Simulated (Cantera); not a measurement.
An isothermal, constant-pressure homogeneous reactor starts with C2H6 : H2 = 1 : 3.7 (molar parts), at 1173 K and 101000 Pa. Integrator tolerance rtol = 1e-08.

Cantera simulation using GRI-Mech 3.0 (53 species, 325 reactions); the numbers are that mechanism's predictions, not measurements. GRI-Mech 3.0 stops at C3 and has no aromatics, soot or wall deposition, so with more carbon than oxygen in the feed, carbon stays in small species such as C2H2 where larger ones or solid carbon would form.

What does this change do: C2H6 1 to 0.16 parts?


```json
[
 {"quantity": "x(C2H6) at 2.00 s", "before": "0.0118 (gas-phase equilibrium 0.000199)", "after": "0.00223 (gas-phase equilibrium 4.86e-6)"},
 {"quantity": "x(H2) at 2.00 s", "before": "0.712 (gas-phase equilibrium 0.577)", "after": "0.933 (gas-phase equilibrium 0.917)"},
 {"quantity": "x(C2H4) at 2.00 s", "before": "0.0802 (gas-phase equilibrium 0.00161)", "after": "0.0116 (gas-phase equilibrium 2.48e-5)"},
 {"quantity": "x(C2H2) at 2.00 s", "before": "0.00635 (gas-phase equilibrium 0.000149)", "after": "0.000722 (gas-phase equilibrium 1.44e-6)"},
 {"quantity": "x(CH4) at 2.00 s", "before": "0.189 (gas-phase equilibrium 0.421)", "after": "0.0527 (gas-phase equilibrium 0.0828)"},
 {"quantity": "x(CH2) at 2.00 s", "before": "3.44e-12 (gas-phase equilibrium <1e-12)", "after": "1.03e-12 (gas-phase equilibrium <1e-12)"},
 {"quantity": "x(C2H) at 2.00 s", "before": "1.22e-12 (gas-phase equilibrium <1e-12)", "after": "<1e-12 (gas-phase equilibrium <1e-12)"}
]
```
